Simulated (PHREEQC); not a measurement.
PHREEQC input (Pitzer model, pitzer.dat):

```
SOLUTION 1
  temp 20
  units mol/kgw
  pH 7 charge
  C(4) 0.076
  Na 0.145
  Cl 0.012
  K 0.012
END
USE solution 1
INCREMENTAL_REACTIONS false
REACTION 1
  H2O -1
  0 9.886 18.011 24.689 30.178 34.689 38.397 41.444
  43.949 46.007 47.699 49.089 50.232 51.172 51.944 52.578
  53.1 53.528 53.88 54.17 54.408 54.603 54.764 54.896
  55.005 55.094 55.168 55.228 moles
EQUILIBRIUM_PHASES 1
  Halite 0 0
  Kalicinite 0 0
  Nahcolite 0 0
  Natron 0 0
  Sylvite 0 0
  Trona 0 0
  CO2(g) -3.4 10
SELECTED_OUTPUT 1
  -reset false
  -pH true
  -pe true
  -ionic_strength true
  -water true
  -activities H2O
  -totals C Cl K Na
  -molalities H+ Na+ K+ Cl- CO3-2 OH- HCO3- CO2
  -equilibrium_phases Halite Kalicinite Nahcolite Natron Sylvite Trona
PRINT
  -reset false
END
```

Selected output (columns that matter, 24 of 28 rows; water left (kg) added in front):

```
water left (kg)	pH	mu	C	Cl	K	Na	m_H+	m_Na+	m_K+	m_Cl-	m_CO3-2	la_H2O	Sylvite	Trona
0.999584	9.8111	0.20229	0.099794	0.012005	0.012005	0.14506	2.4058e-10	0.14506	0.012005	0.012005	0.045221	-0.0018116	0	0
0.821517	9.8451	0.2488	0.11876	0.014607	0.014607	0.1765	2.2984e-10	0.1765	0.014607	0.014607	0.057696	-0.0021592	0	0
0.675174	9.8773	0.30577	0.14146	0.017773	0.017773	0.21476	2.2097e-10	0.21476	0.017773	0.017773	0.07324	-0.0025747	0	0
0.45604	9.9365	0.46079	0.20136	0.026313	0.026313	0.31795	2.081e-10	0.31795	0.026313	0.026313	0.11652	-0.0036634	0	0
0.374799	9.9636	0.56507	0.24062	0.032017	0.032017	0.38687	2.0382e-10	0.38687	0.032017	0.032017	0.14618	-0.0043699	0	0
0.308024	9.989	0.69252	0.28784	0.038958	0.038958	0.47074	2.0081e-10	0.47074	0.038958	0.038958	0.18282	-0.0052115	0	0
0.253154	10.013	0.84817	0.34469	0.047402	0.047402	0.57277	1.9897e-10	0.57277	0.047402	0.047402	0.22799	-0.0062126	0	0
0.208047	10.035	1.0383	0.41322	0.057679	0.057679	0.69696	1.9814e-10	0.69696	0.057679	0.057679	0.28364	-0.0074028	0	0
0.170992	10.055	1.2702	0.49586	0.070179	0.070179	0.84799	1.9818e-10	0.84799	0.070179	0.070179	0.35203	-0.0088167	0	0
0.115503	10.091	1.8982	0.71632	0.10389	0.10389	1.2554	1.9984e-10	1.2554	0.10389	0.10389	0.53894	-0.012506	0	0
0.0949269	10.107	2.3189	0.8624	0.12641	0.12641	1.5275	2.0075e-10	1.5275	0.12641	0.12641	0.66497	-0.014915	0	0
0.0780058	10.121	2.8318	1.0396	0.15383	0.15383	1.8588	2.0101e-10	1.8588	0.15383	0.15383	0.81916	-0.017835	0	0
0.0641096	10.135	3.4562	1.2544	0.18718	0.18718	2.2618	1.9992e-10	2.2618	0.18718	0.18718	1.0072	-0.021418	0	0
0.0526977	10.146	4.2154	1.5153	0.22771	0.22771	2.7515	1.9665e-10	2.7515	0.22771	0.22771	1.2362	-0.025888	0	0
0.0433018	10.157	5.1409	1.8334	0.27712	0.27712	3.3486	1.9026e-10	3.3486	0.27712	0.27712	1.5151	-0.031605	0	0
0.0292599	10.171	7.628	2.6932	0.41012	0.41012	4.9556	1.6479e-10	4.9556	0.41012	0.41012	2.2623	-0.049101	0	0
0.024037	10.172	9.2896	3.2743	0.49923	0.49923	6.0324	1.4465e-10	6.0324	0.49923	0.49923	2.758	-0.063007	0	0
0.0193206	10.177	9.2878	3.2283	0.6211	0.6211	5.9475	1.3778e-10	5.9475	0.6211	0.6211	2.7192	-0.065243	0	0.01003
0.0154525	10.182	9.2624	3.161	0.77657	0.77657	5.8235	1.2978e-10	5.8235	0.77657	0.77657	2.6624	-0.067853	0	0.018338
0.0122602	10.189	9.2391	3.0773	0.97878	0.97878	5.6689	1.2014e-10	5.6689	0.97878	0.97878	2.5915	-0.071237	0	0.025166
0.00964442	10.197	9.2242	2.9734	1.2442	1.2442	5.4768	1.0868e-10	5.4768	1.2442	1.2442	2.5032	-0.075669	0	0.030727
0.00572709	10.221	9.2794	2.68	2.0953	2.0953	4.9321	7.9504e-11	4.9321	2.0953	2.0953	2.252	-0.089909	0	0.038918
0.0042675	10.238	9.4243	2.4712	2.8119	2.8119	4.5418	6.1804e-11	4.5418	2.8119	2.8119	2.0705	-0.10205	0	0.041873
0.00309393	10.255	9.6658	2.2713	3.6064	3.6064	4.1654	4.7348e-11	4.1654	3.6064	3.6064	1.8941	-0.11577	0.00084216	0.044038
```
